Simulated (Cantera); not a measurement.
Feed: 1 mol TEOS, 0.086 mol O2, 2.1 mol H2, 5.3 mol CO2, held at 2048 K and 13300 Pa.

Cantera equilibrium calculation (NASA polynomials, part measured and part estimated; ideal gas, pure solids and liquids). Candidate condensed phases: C, C6H6, C7H8, C8H18, H2O, Si, SiC, SiO2; 123 gas species. The feed counts by its element totals alone. The tables hold silica as quartz up to 1696 K and as liquid above; real silica turns to tridymite and cristobalite and melts near 1996 K. Rates play no part.

Base state: CO 0.500, H2 0.442, SiO 0.0367, H2O 0.0135, H 0.00408, CO2 0.00321, OH 1.36e-5 (mole fractions); condensed: SiO2(l).

### Question
What changes in the equilibrium state with this change: temperature from 2048 K to 1223 K?

### Answer
| species | before | after |
|---|---|---|
| CO | 0.500 | 0.513 |
| H2 | 0.442 | 0.486 |
| H2O | 0.0135 | 0.000667 |
| SiO | 0.0367 | <1e-9 |
| CH4 | 2.08e-9 | 0.000419 |
| OH | 1.36e-5 | <1e-9 |
| H | 0.00408 | 5.74e-7 |
| CO2 | 0.00321 | 0.000482 |
| SiO2(l), mol | 0.0295 | 0 |
| C(graphite), mol | 0 | 0.546 |
| SiO2(β-quartz), mol | 0 | 1.00 |
